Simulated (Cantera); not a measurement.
Mixture: CH₄ : H₂ : O₂ : N₂ : H₂O = 1 : 0.57 : 2.29 : 8.59 : 1 (molar parts), equivalence ratio 1.00, at 180000 Pa, adiabatic and at constant pressure. Ignition delay is the time to a rise of 400 K.

Computed with Cantera and GRI-Mech 3.0 (53 species, 325 reactions). Below about 1000 K GRI-Mech 3.0 lacks low-temperature oxidation paths. Below about 950 K walls govern HO2 and H2O2 in real vessels.

**Question.** Predict: delay at 900 K; delay at 975 K; delay at 1050 K; delay at 1125 K; delay at 1200 K; delay at 1275 K; delay at 1350 K; apparent activation energy between 1200 and 1350 K.

**Answer.** 
* **delay at 900 K**: 0.467 s
* **delay at 975 K**: 45.8 ms
* **delay at 1050 K**: 7.84 ms
* **delay at 1125 K**: 2.84 ms
* **delay at 1200 K**: 1.42 ms
* **delay at 1275 K**: 0.775 ms
* **delay at 1350 K**: 0.440 ms
* **apparent activation energy between 1200 and 1350 K**: 110 kJ/mol
